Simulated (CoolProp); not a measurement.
Values from CoolProp's reference Helmholtz-energy equation of state, Colonna 2008. It is a short technical equation, of lower accuracy than the large ones.

Give the vapour pressure (MPa), liquid density (kg/m³), liquid cp (kJ/(kg K)), vapour Z of saturated dodecamethylcyclohexasiloxane (D6) at 264.35 °C.


```json
[
 {"T (°C)": "264.35", "p (MPa)": "0.153", "liquid density (kg/m³)": "675", "liquid cp (kJ/(kg K))": "2.07", "vapour Z": "0.867"}
]
```
